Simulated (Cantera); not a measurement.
A Cantera script and what it prints.

```python
import numpy as np
import cantera as ct

gas_names = """
    B BCL BCL2 BCL3 BH BH2 BH3 BN B2 CL CL2 H HCL H2 N NH NH2 NH3 N2 N2H2 N2H4
""".split()
cond_names = """
    B(b) B(L) BN(s) NH4CL(a) NH4CL(b)
""".split()


def load(file, names, dense=False):
    # The tables refer to 1 bar. Condensed volumes are neglected.
    table = {s.name: s for s in ct.Species.list_from_file(file)}
    out = []
    for n in names:
        d = dict(table[n].input_data)
        d["thermo"] = dict(d["thermo"], **{"reference-pressure": 1e5})
        if dense:
            d["equation-of-state"] = {"model": "constant-volume", "density": "1e6 g/cm^3"}
        out.append(ct.Species.from_dict(d))
    return out


gas = ct.Solution(thermo="ideal-gas", species=load("nasa_gas.yaml", gas_names))
cond = {s.name: ct.Solution(thermo="fixed-stoichiometry", species=[s], name=s.name)
        for s in load("nasa_condensed.yaml", cond_names, dense=True)}
atoms = {
    'BCl3': {'B': 1, 'CL': 3},
    'NH3': {'N': 1, 'H': 3},
    'H2': {'H': 2},
}
top_T = {'BN(s)': 3200}  # K; cautious upper limits of use, not melting points


def equilibrate(T, P, feed):
    n = {}
    for name, mol in feed.items():
        for a, k in atoms[name].items():
            n[a] = n.get(a, 0.0) + k * mol
    gas.TPX = T, P, n
    mass = sum(n.values()) * gas.mean_molecular_weight
    gas.equilibrate("TP")
    valid = [c for c in cond.values() if c.min_temp <= T <= top_T.get(c.name, c.max_temp)]
    mix = ct.Mixture([(gas, mass / gas.mean_molecular_weight)] + [(c, 0.0) for c in valid])
    mix.T, mix.P = T, P
    mix.equilibrate("TP", solver="vcs", rtol=1e-11, max_steps=5000)
    return mix


results = []
feed = {'BCl3': 1, 'NH3': 3.7, 'H2': 0.48}  # mol
T = 1950  # K
P = 100000  # Pa
mix = equilibrate(T, P, feed)
results.append((T, P, feed, dict(zip(mix.species_names, mix.species_moles))))
x = sorted(zip(gas.X, gas.species_names), reverse=True)
print(f"T = {T:g} K  P = {P:g} Pa  gas = {mix.phase_moles(0):.4g} mol")
print("   x: " + "  ".join(f"{s} {v:.3e}" for v, s in x if v > 1e-06))
print("   condensed (mol): " + ("  ".join(f"{mix.phase(i).name} {mix.phase_moles(i):.4g}"
      for i in range(1, mix.n_phases) if mix.phase_moles(i) > 1e-12) or "none"))
```

It prints:

```
T = 1950 K  P = 100000 Pa  gas = 8.887 mol
   x: H2 5.108e-01  HCL 3.345e-01  N2 1.524e-01  H 8.193e-04  BCL3 7.432e-04  CL 4.021e-04  BCL2 1.562e-04  BCL 1.412e-04  BH2 3.374e-06  NH3 3.121e-06
   condensed (mol): BN(s) 0.9907
```

Method: chemical equilibrium by Gibbs-energy minimisation in Cantera with the NASA 1993 tables (ideal gas, pure condensed phases). The tables' values for BCl2, BCl are old estimates; treat these amounts as uncertain. Gases not in the tables: BHCl2.
